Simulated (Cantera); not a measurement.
Reactions in the system H-N-Nb-O

Cantera with NASA thermochemical tables; ideal gases at 1 bar, condensed phases pure. Values are per mole of reaction as written; species without (g) are pure solids or liquids, kept so even where they would boil at 1 bar. NbO: taken at fixed stoichiometry.

Nb + H2O2(g) → NbO2(g) + 2 H(g)

```tsv
T (K)	ΔH° (kJ)	ΔS° (J/K)	ΔG° (kJ)	log10 K	condensed phases
2723	370.5	244.3	-294.8	5.66	Nb(s)
2748	370.0	244.2	-300.9	5.72	Nb(s)
2773	342.8	234.3	-306.8	5.78	Nb(l)
2798	342.5	234.1	-312.7	5.84	Nb(l)
2823	342.2	234.0	-318.5	5.89	Nb(l)
```

3 NbO + 2 NO2(g) → 3 NbO2 + N2O(g)

```
T (K)  ΔH° (kJ)  ΔS° (J/K)  ΔG° (kJ)  log10 K
-----  --------  ---------  --------  -------
2723    -1004.0     -144.1    -611.5    11.73
2748    -1003.1     -143.8    -608.0    11.56
2773    -1002.2     -143.5    -604.4    11.38
2798    -1001.3     -143.1    -600.8    11.22
2823    -1000.4     -142.8    -597.2    11.05
```
